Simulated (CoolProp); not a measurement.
Properties of R410A at several states (Tc = 344.5 K, pc = 4.901 MPa, ω = 0.296).

Model: reference Helmholtz-energy equation of state, Lemmon 2003, in CoolProp. It is a pseudo-pure fit of the blend.

| T (K) | p (MPa) | phase | conductivity (mW/(m K)) | Prandtl number | fugacity coefficient |
|---|---|---|---|---|---|
| 246.7 | 0.156 | gas | 9.61 | … | … |
| 273.5 | 8.16 | liquid | 109 | … | 0.1035 |
| 470.6 | 0.0174 | gas | … | 0.819 | 0.9996 |
| 237.1 | 0.0502 | gas | 8.76 | … | 0.9844 |

Fill in the missing entries.


- 246.7, Prandtl number: 0.885
- 246.7, fugacity coefficient: 0.9587
- 273.5, Prandtl number: 2.43
- 470.6, conductivity (mW/(m K)): 26.0
- 237.1, Prandtl number: 0.848

Viscosity comes from a separate model (Geller 2000). Thermal conductivity comes from a separate model (Geller 2001).
